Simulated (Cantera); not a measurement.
Input (Python, Cantera):

```python
import numpy as np
import cantera as ct

gas = ct.Solution("SiF4_NH3_mec.yaml", "gas")
gas.TPX = 2175, 2666, {'NH3': 1, 'H2': 1.7}
reactor = ct.IdealGasConstPressureReactor(gas, energy="off", clone=False)
net = ct.ReactorNet([reactor])
net.rtol, net.atol = 1e-08, 1e-18
show = ['NH3', 'H2', 'N2', 'N2H4', 'H', 'NH2']
times = np.geomspace(5e-05, 30, 9)

steps = ct.SolutionArray(gas, extra=["t"])
rows = []
print(f"{'t/s':>10s}{'T/K':>9s}{'P/Pa':>11s}" + "".join(f"{s:>11s}" for s in show))
for t in times:
    while net.time < t:
        t_next = net.step()
        steps.append(gas.state, t=t_next)
    rows.append([np.interp(t, steps.t, y) for y in (steps.T, steps.P, *steps(*show).X.T)])
    print(f"{t:10.3e}{rows[-1][0]:9.1f}{rows[-1][1]:11.4g}" + "".join(f"{x:11.3e}" for x in rows[-1][2:]))
rate = np.gradient(steps.T, steps.t)
print("integrator steps:", len(steps.t))
if steps.T.max() > steps.T[0] + 200:
    print(f"time of steepest temperature rise: {steps.t[rate.argmax()]:.4e} s")
gas.TPX = 2175, 2666, {'NH3': 1, 'H2': 1.7}
gas.equilibrate("TP")
print(f"equilibrium (TP): T = {gas.T:.1f} K  " + "  ".join(f"{s} {gas[s].X[0]:.3e}" for s in show))
```

Output:

```
       t/s      T/K       P/Pa        NH3         H2         N2       N2H4          H        NH2
 5.000e-05   2175.0       2666  3.703e-01  6.296e-01  1.308e-10  4.880e-12  2.214e-05  3.895e-05
 2.638e-04   2175.0       2666  3.701e-01  6.296e-01  1.595e-07  1.414e-10  1.145e-04  2.058e-04
 1.392e-03   2175.0       2666  3.688e-01  6.295e-01  9.046e-05  3.275e-09  5.502e-04  9.874e-04
 7.341e-03   2175.0       2666  3.569e-01  6.365e-01  4.141e-03  7.536e-09  8.728e-04  1.497e-03
 3.873e-02   2175.0       2666  2.989e-01  6.733e-01  2.538e-02  5.915e-09  9.763e-04  1.327e-03
 2.043e-01   2175.0       2666  1.296e-01  7.808e-01  8.741e-02  1.891e-09  1.475e-03  7.504e-04
 1.078e+00   2175.0       2666  1.320e-03  8.566e-01  1.341e-01  4.750e-12  7.976e-03  3.774e-05
 5.687e+00   2175.0       2666  5.479e-07  8.392e-01  1.333e-01  1.001e-17  2.757e-02  5.531e-08
 3.000e+01   2175.0       2666  1.244e-07  8.392e-01  1.333e-01  5.275e-19  2.757e-02  1.256e-08
integrator steps: 1700
equilibrium (TP): T = 2175.0 K  NH3 1.150e-07  H2 8.392e-01  N2 1.333e-01  N2H4 4.532e-19  H 2.757e-02  NH2 1.161e-08
```

Model: the gas-phase N/H chemistry of the illustrative SiF4/NH3 mechanism in the Surface Chemkin manual (1991), integrated in Cantera. Walls and surfaces, which speed up NH3 decomposition in real reactors, are not modelled.
